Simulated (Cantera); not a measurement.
An adiabatic, constant-volume homogeneous reactor starts with 3.81 % C₂H₄, 18.8 % O₂, 70.6 % N₂, 6.86 % H₂O, equivalence ratio 0.61, at 1823 K and 3830 Torr.

Cantera simulation using GRI-Mech 3.0 (53 species, 325 reactions); the numbers are that mechanism's predictions, not measurements. GRI-Mech 3.0 was tuned for natural gas; its chemistry of ethylene as a main component is partial and can be far from experiment.

### Question
Predict: time of steepest temperature rise; temperature at 10.0 s; equilibrium temperature; x(O₂) at 10.0 s; x(H₂O) at 10.0 s; x(HCO) at 10.0 s.

### Answer
```
Quantity                                                             Value
---------------------------------  ---------------------------------------
time of steepest temperature rise                                  2.64 µs
temperature at 10.0 s                                               2918 K
equilibrium temperature                                             2918 K
x(O₂) at 10.0 s                      0.0642 (gas-phase equilibrium 0.0642)
x(H₂O) at 10.0 s                       0.123 (gas-phase equilibrium 0.123)
x(HCO) at 10.0 s                   4.19e-8 (gas-phase equilibrium 4.19e-8)
```
